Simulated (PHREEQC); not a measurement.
0.061 g of hydrous ferric oxide (600 m²/g; 0.2 weak and 0.005 strong sites per Fe, Dzombak-Morel constants, diffuse double layer) in 1 kg of water with 0.05 mol/kgw of an inert sodium salt and 1.5e-06 mol CuSO4, at 25 °C; the pH is set by adding NaOH or the inert anion's acid. Oxygen is held at 0.21 atm. CO2 from the air is kept out. No solid was allowed to form.

Base run: PHREEQC, ion-association model, wateq4f.dat. Each further column changes one thing. The table gives Cu sorbed (%).

| pH | base | no electrostatic term (-no_edl) | background salt from 0.05 to 0.005 mol/kgw | oxide from 0.061 to 0.3 g/kgw | 2.6e-05 mol/kgw MgCl2 added |
|---|---|---|---|---|---|
| 4 | 0.6 | 0.8 | 0.6 | 3.0 | 0.6 |
| 5 | 27.0 | 40.9 | 24.9 | 65.2 | 27.0 |
| 6 | 94.1 | 98.2 | 94.0 | 99.0 | 94.1 |
| 7 | 99.8 | 99.9 | 99.8 | 100.0 | 99.8 |
| 8 | 99.8 | 99.9 | 99.8 | 100.0 | 99.8 |
| 9 | 99.8 | 98.1 | 99.8 | 100.0 | 99.6 |
| 10 | 99.6 | 51.0 | 99.8 | 99.9 | 98.9 |
| 11 | 98.8 | 1.3 | 99.6 | 99.8 | 96.6 |
| 12 | 89.8 | 0.0 | 97.0 | 98.3 | 69.7 |

The database's constant for dissolved Cu(OH)2 is higher than later reviews accept.
